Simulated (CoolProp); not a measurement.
Properties of propane at several states.

Values from CoolProp's reference Helmholtz-energy equation of state, Lemmon 2009.

```csv
T (°C),p (bar),phase,Z,speed of sound (m/s),expansivity (1/kK)
-155.35,5.76,liquid,0.03703,1918,1.444
67.95,16.3,gas,0.8008,223.8,5.982
114.15,0.133,gas,0.9991,[?],2.590
-182.55,0.946,liquid,[?],2102,[?]
```

Some entries are withheld; supply them.


- 114.15, speed of sound (m/s): 283.3
- -182.55, Z: 0.007608
- -182.55, expansivity (1/kK): 1.425
